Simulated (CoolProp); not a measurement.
Vapour-liquid equilibrium of p-xylene (1) + n-nonane (2) at 123.25 °C; x and y are mole fractions of (1).

Values from CoolProp's multi-fluid Helmholtz-energy mixture model, Zhou 2012 and Lemmon 2006; pair parameters Bell 2016.

```csv
x,bubble pressure (MPa),y at the bubble point,dew pressure at overall composition x (MPa),liquid density (mol/L)
0.05,0.04723,0.074,0.04681,5.022
0.125,0.04901,0.176,0.04811,5.151
0.2,0.05070,0.269,?,5.285
0.275,0.05232,0.355,0.05081,5.426
0.35,0.05388,?,0.05222,5.574
0.425,0.05539,0.512,0.05366,5.730
0.5,0.05687,0.585,0.05514,5.893
0.575,0.05833,0.654,0.05667,?
0.65,0.05978,0.721,0.05824,6.246
0.725,0.06121,0.785,0.05986,6.437
0.8,?,0.847,0.06155,6.638
0.875,0.06409,0.907,0.06332,6.850
0.95,0.06554,0.963,0.06519,7.075
```

Task: Some entries are withheld; supply them.

Result: 
- 0.2, dew pressure at overall composition x (MPa): 0.04944
- 0.35, y at the bubble point: 0.436
- 0.575, liquid density (mol/L): 6.065
- 0.8, bubble pressure (MPa): 0.06265

No azeotrope shows between x = 0.05 and 0.95.

Pair parameters are fitted to limited data, so mixtures are less certain than the pure fluids.
